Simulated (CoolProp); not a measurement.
A single-stage vapour-compression cycle with c-C4F8 (RC318): evaporating at 306.15 K (dew point), condensing at 366.15 K (bubble point), superheat 10 K, subcooling 8 K, compressor efficiency 0.9, no pressure losses. Each further row changes one setting.

Values from CoolProp's reference Helmholtz-energy equation of state, Platzer 1990. This equation is an older, rougher fit; its heat capacities, sound speeds and derivatives of the liquid may be far off and weren't checked against measurements.

| case | cooling COP | pressure ratio | discharge temperature (K) | refrigerating effect (kJ/kg) | volumetric capacity (kJ/m³) |
|---|---|---|---|---|---|
| as stated | ___ | 4.44 | 366.2 | 45.8 | 1560 |
| evaporating temperature 311.15 K | 3.11 | 3.83 | 366.2 | 49.2 | 1940 |
| condensing temperature 361.15 K | 3.17 | ___ | 361.2 | ___ | 1780 |
| subcooling 13 K | 3.00 | 4.44 | 366.2 | 52.5 | 1790 |
| superheat 20 K | 2.89 | 4.44 | ___ | 54.3 | 1770 |
| compressor efficiency 0.8 | 2.33 | 4.44 | 366.2 | 45.8 | 1560 |

Q: What belongs in the gaps?

A: 
- as stated, cooling COP: 2.62
- condensing temperature 361.15 K, pressure ratio: 3.99
- condensing temperature 361.15 K, refrigerating effect (kJ/kg): 52.3
- superheat 20 K, discharge temperature (K): 367.6

The compression ends wet for: as stated; evaporating temperature 311.15 K; condensing temperature 361.15 K; subcooling 13 K; compressor efficiency 0.8.
